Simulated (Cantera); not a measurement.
## Equilibrium for roasting and sulfation: FeS + SO2 + CO2

Feed: 1 mol FeS, 0.5 mol SO2, 0.19 mol CO2, equilibrated at 1.70 bar.

These are equilibrium values from Cantera (NASA tables, ideal gas, pure condensed phases), not measurements of a reactor. Candidate condensed phases: C, Fe, Fe(CO)5, FeO, FeS, FeSO4, FeS2, Fe2O3, Fe2(SO4)3, Fe3O4, S; 25 gas species. Metal and sulfide melt together well below either melting point, which pure phases cannot show. Mutual solubility and eutectic melting of coexisting phases are not modelled. The tables' stoichiometric FeO is somewhat more stable than real wüstite, so its field is too wide. FeO, FeS: taken at fixed stoichiometry. Gases not in the tables: S3 to S7. Kinetics and transport are ignored.

At 825 K the condensed part is FeS2(s) + Fe3O4(s). From 925 K to 1425 K the condensed part is FeS(s) + Fe3O4(s). From 1525 K to 1625 K the condensed part is FeO(s) + FeS(l).

| T (K) | x SO2 | x CO2 | x S2 | x CO | n FeS2(s) | n Fe3O4(s) | n FeS(s) | n FeO(s) | n FeS(l) |
|---|---|---|---|---|---|---|---|---|---|
| 825 | 0.567 | 0.431 | 0.00157 | 1.55e-5 | 0.624 | 0.125 | 0 | 0 | 0 |
| 925 | 0.712 | 0.275 | 0.0114 | 7.23e-5 | 0 | 0.00362 | 0.989 | 0 | 0 |
| 1025 | 0.704 | 0.274 | 0.0187 | 0.000298 | 0 | 0.00582 | 0.983 | 0 | 0 |
| 1125 | 0.694 | 0.273 | 0.0280 | 0.000952 | 0 | 0.00865 | 0.974 | 0 | 0 |
| 1225 | 0.683 | 0.270 | 0.0391 | 0.00250 | 0 | 0.0121 | 0.964 | 0 | 0 |
| 1325 | 0.670 | 0.266 | 0.0516 | 0.00562 | 0 | 0.0161 | 0.952 | 0 | 0 |
| 1425 | 0.656 | 0.259 | 0.0648 | 0.0111 | 0 | 0.0205 | 0.938 | 0 | 0 |
| 1525 | 0.640 | 0.245 | 0.0832 | 0.0197 | 0 | 0 | 0 | 0.0906 | 0.909 |
| 1625 | 0.620 | 0.230 | 0.102 | 0.0319 | 0 | 0 | 0 | 0.114 | 0.886 |
x: gas mole fraction; n: condensed amount in mol.
